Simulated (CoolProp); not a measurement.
Properties of water along the isotherm 688.9 K.

Computed with CoolProp (reference Helmholtz-energy equation of state, Wagner 2002).

```csv
p (kPa),phase,cp (kJ/(kg K)),cv (kJ/(kg K)),speed of sound (m/s),Joule-Thomson coefficient (K/MPa),isothermal compressibility (1/MPa),fugacity coefficient
3940,gas,2.338,1.728,623.2,6.905,0.2675,0.9535
7880,gas,2.702,1.871,604.9,6.738,0.1429,0.9069
11800,gas,3.207,2.043,584.5,6.479,0.1038,0.8606
15800,gas,3.958,2.250,561.0,6.127,0.08665,0.8134
19700,gas,5.090,2.485,534.9,5.697,0.08034,0.7672
23600,supercritical,7.013,2.753,505.0,5.163,0.08194,0.7208
27600,supercritical,10.91,3.043,470.1,4.448,0.09399,0.6727
31500,supercritical,17.70,3.238,442.5,3.433,0.1082,0.6251
35500,supercritical,16.47,3.167,468.6,2.258,0.06415,0.5775
39400,supercritical,11.71,3.033,534.6,1.550,0.03070,0.5363
43300,supercritical,9.403,2.950,597.7,1.168,0.01849,0.5011
47300,supercritical,8.175,2.902,651.9,0.9315,0.01292,0.4705
51200,supercritical,7.423,2.871,698.3,0.7732,0.009888,0.4449
55200,supercritical,6.889,2.849,740.9,0.6538,0.007932,0.4223
```

The peak of cp marks the crossing from liquid-like to gas-like fluid above the critical point.
